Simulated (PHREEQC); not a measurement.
Model water analysis in mmol/kgw, 25 °C, pH 3.69, pe 12.6:

| constituent | mmol/kgw |
|---|---|
| Na | 10.3 |
| K | 24.3 |
| Ca | 16.7 |
| Mg | 1.74 |
| Cl | 10.1 |
| S(6) | 29.6 |
| Al | 0.0584 |

Valence states are taken as typed.

Model: ion-association model, wateq4f.dat, run in PHREEQC.

This is a speciation only: nothing precipitates in the calculation.

Question: Order these Al species by the share of Al that they hold, largest first: Al+3, AlSO4+, Al(SO4)2-, AlOH+2.

Answer: AlSO4+ (70 %), Al(SO4)2- (18 %), Al+3 (12 %), AlOH+2 (0.26 %)

The pH is 3.69 and the ionic strength 0.0858 mol/kgw. The solution is supersaturated, for example in Gypsum, so a real one may precipitate; this is no full list.
